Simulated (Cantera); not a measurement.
A diamond (100) surface in a fixed gas of H2 with x(CH4) = 0.025, x(H) = 0.039, at 925 K, 9.75 Torr; coverages are run to steady state.

Model: the Harris–Goodwin 1993 mechanism for the reconstructed diamond (100) surface, integrated in Cantera.

θ: site fractions in the mechanism's names (c6HH fully hydrogenated, c6H* and c6*H radical sites, c6** diradical, c6HM methylated).

```csv
x(CH3),growth (µm/h),θ c6HH,θ c6H*,θ c6*H,θ c6**,θ c6HM
1e-06,0.00472,0.667,0.0123,0.315,0.00550,1.94e-5
2.2e-06,0.0104,0.667,0.0123,0.315,0.00550,4.26e-5
4.9e-06,___,0.667,0.0123,0.315,0.00550,___
1.1e-05,0.0519,0.667,0.0123,0.315,0.00549,0.000213
2.4e-05,0.113,0.667,0.0123,0.315,0.00549,0.000464
5.2e-05,0.245,0.667,0.0123,0.314,0.00549,0.00101
0.00012,___,0.666,0.0123,0.314,0.00548,___
0.00026,1.22,0.663,0.0123,0.313,0.00545,0.00500
0.00056,2.61,0.658,0.0122,0.310,0.00540,0.0107
```

Q: What belongs in the gaps?

A: 
- 4.9e-06, growth (µm/h): 0.0231
- 4.9e-06, θ c6HM: 9.48e-5
- 0.00012, growth (µm/h): 0.565
- 0.00012, θ c6HM: 0.00232
